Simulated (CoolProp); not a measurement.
1000 sccm (0 °C, 1 atm) of nitrogen bubbles through liquid n-decane at 346.3 K and leaves saturated at a total pressure of 0.0121 MPa (ideal gas phase). Each further row changes one setting.

Computed with CoolProp (reference Helmholtz-energy equation of state, Lemmon 2006). It is a short technical equation, of lower accuracy than the large ones.

| case | vapour pressure (kPa) | mole fraction of vapour | delivery (mg/min) | delivery (sccm) | change of delivery for a bath 1 K warmer (%) |
|---|---|---|---|---|---|
| as stated | 2.96 | (withheld) | (withheld) | (withheld) | 6.6 |
| bath temperature 351.3 K | 3.74 | (withheld) | (withheld) | (withheld) | 7.0 |
| total pressure 0.0242 MPa | 2.96 | 0.122 | (withheld) | (withheld) | 5.6 |

Q: Fill in the missing entries.

A: 
- as stated, mole fraction of vapour: 0.244
- as stated, delivery (mg/min): 2050
- as stated, delivery (sccm): 323
- bath temperature 351.3 K, mole fraction of vapour: 0.309
- bath temperature 351.3 K, delivery (mg/min): 2840
- bath temperature 351.3 K, delivery (sccm): 448
- total pressure 0.0242 MPa, delivery (mg/min): 884
- total pressure 0.0242 MPa, delivery (sccm): 139
